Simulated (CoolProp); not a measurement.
The fluid at 592.08 K and 0.169 MPa flows at 0.26 m/s in a round tube of 1 mm bore and 0.25 µm roughness, fully developed (64/Re and Nu = 3.66 if laminar; Colebrook and Gnielinski if turbulent). The same conditions are run with several fluids, on thermodynamics alone (safety and materials aside).

Model: reference Helmholtz-energy equation of state of each fluid (methane: Setzmann 1991; m-xylene: Zhou 2012; ethylbenzene: Zhou 2012; toluene: Lemmon 2006; nitrogen: Span 2000), in CoolProp.

Rank methane, m-xylene, ethylbenzene, toluene, nitrogen by Reynolds number, highest first.

m-xylene (75.8), ethylbenzene (69.8), toluene (61.6), nitrogen (8.52), methane (7.41)

| fluid | Darcy friction factor | pressure drop (Pa/m) | heat-transfer coefficient (W/(m² K)) | mass flow (kg/h) |
|---|---|---|---|---|
| methane | 8.63 | 161 | 319 | 0.000405 |
| m-xylene | 0.844 | 106 | 145 | 0.00273 |
| ethylbenzene | 0.917 | 115 | 148 | 0.00273 |
| toluene | 1.04 | 113 | 147 | 0.00236 |
| nitrogen | 7.51 | 244 | 163 | 0.000706 |

Transport values come from each fluid's own correlations; those of ethylbenzene are estimates that may be off by 10 % or more.
